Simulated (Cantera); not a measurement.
An isothermal plug-flow reactor at 625 K and 260000 Pa (inlet), inlet velocity 0.37 m/s, active area per volume 270 1/m; feed 1.11 % H2, 5.55 % O2, 91.3 % N2, 2.08 % H2O, equivalence ratio 0.10.

Model: Deutschmann's 1995 Pt surface mechanism with GRI-Mech 3.0 gas chemistry, integrated in Cantera. Catalytic surfaces can have several steady states; this one follows from the mechanism file's or the stated starting coverage. Mass transfer to the wall is taken as infinitely fast.

x: gas mole fraction; θ: surface coverage.

```tsv
z (m)	x H2	x O2	x H2O	θ free Pt	θ O*	θ OH*
0.00018	___	0.0524	0.0273	0.150	0.817	0.0333
0.00033	___	0.0517	0.0289	0.101	0.870	0.0287
0.00058	___	0.0511	0.0300	0.0655	0.910	0.0239
0.001	___	0.0508	0.0308	0.0410	0.940	0.0193
0.0018	___	0.0505	0.0313	0.0239	0.961	0.0150
0.0033	___	0.0504	0.0317	0.0134	0.975	0.0114
0.0058	___	0.0503	0.0318	0.00782	0.983	0.00873
0.01	___	0.0502	0.0319	0.00472	0.988	0.00681
0.018	___	0.0502	0.0320	0.00289	0.992	0.00534
```

### Question
What belongs in the gaps?

### Answer

- 0.00018, x H2: 0.00466
- 0.00033, x H2: 0.00311
- 0.00058, x H2: 0.00199
- 0.001, x H2: 0.00124
- 0.0018, x H2: 0.000716
- 0.0033, x H2: 0.000399
- 0.0058, x H2: 0.000228
- 0.01, x H2: 0.000131
- 0.018, x H2: 6.89e-5
